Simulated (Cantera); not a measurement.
Gas mixture: 25.5 % C2H6, 74.5 % NH3, at 0.360 Torr, frozen composition.

Cantera's kinetic-theory transport with the Lennard-Jones parameters of GRI-Mech 3.0, ideal gas; thermal conductivity in the mixture-averaged form. Polar gases are described roughly by these parameters. The composition is frozen, though it would react at the higher temperatures.

One state of this run: ρ (kg/m³) = 7.34e-5; cp (J/kg/K) = 4354; μ (µPa s) = 44.7; λ (mW/m/K) = 262; Pr = 0.743; D (cm²/s) CO2 = 6440; D (cm²/s) H2O = 9790; D (cm²/s) H2 = 27000. D: mixture-averaged diffusion coefficient of that species in the mixture.

**Question.** Which value of T (K) does it belong to?
A) 1400
B) 1200
C) 1000
D) 1600

**Answer.** D, 1600
